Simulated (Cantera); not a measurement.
A closed system holds: 1 mol PbO, a varied amount of H2, equilibrated at 775 K and 64000 Pa.

These are equilibrium values from Cantera (NASA tables, ideal gas, pure condensed phases), not measurements of a reactor. Candidate condensed phases: H2O, Pb, PbO, PbO2, Pb3O4; 12 gas species. The numbers say what is thermodynamically allowed, not how fast it happens.

x: gas mole fraction; n: condensed amount in mol.

| n(H2) (mol) | x H2O | x H2 | x Pb | n Pb(l) | n PbO(yellow) |
|---|---|---|---|---|---|
| 0.2 | 1.000 | 5.55e-5 | 3.89e-8 | 0.200 | 0.800 |
| 0.91 | 1.000 | 5.55e-5 | 3.89e-8 | 0.910 | 0.0901 |
| 1.6 | (withheld) | (withheld) | 3.89e-8 | 1.00 | 0 |
| 2.3 | (withheld) | (withheld) | 3.89e-8 | 1.00 | 0 |
| 3 | 0.333 | 0.667 | 3.89e-8 | 1.00 | 0 |
| 3.8 | 0.263 | 0.737 | 3.89e-8 | 1.00 | 0 |
| 4.5 | 0.222 | 0.778 | 3.89e-8 | 1.00 | 0 |
| 5.2 | 0.192 | 0.808 | 3.89e-8 | 1.00 | 0 |

Task: Some entries are withheld; supply them.

Result: 
- 2.3, x H2O: 0.435
- 2.3, x H2: 0.565
- 1.6, x H2O: 0.625
- 1.6, x H2: 0.375
